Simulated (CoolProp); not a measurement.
p-xylene along the isotherm 346.85 °C: Z from the reference equation and from simpler models built on Tc = 343.0 °C, pc = 3532 kPa, ω = 0.324; each cubic takes its own stable root.

Model: reference Helmholtz-energy equation of state, Zhou 2012, in CoolProp.

```
p (kPa)          phase  reference
-------  -------------  ---------
482                gas     0.9481
963                gas     0.8933
1440               gas     0.8350
1930               gas     0.7691
2410               gas     0.6957
2890               gas     0.6073
3370               gas     0.4859
3850     supercritical     0.2107
4330     supercritical     0.2097
4820     supercritical     0.2213
5300     supercritical     0.2352
```

Problem. How far does each simpler model (Redlich-Kwong, Soave-Redlich-Kwong) lie from the reference over these 11 states: mean and median of the absolute difference, and the worst?

Solution. 
- Redlich-Kwong: mean 11.8 %, median 5.0 %, worst +29.8 % at 346.85 °C and 3850 kPa
- Soave-Redlich-Kwong: mean 12.7 %, median 5.5 %, worst +33.6 % at 346.85 °C and 3850 kPa
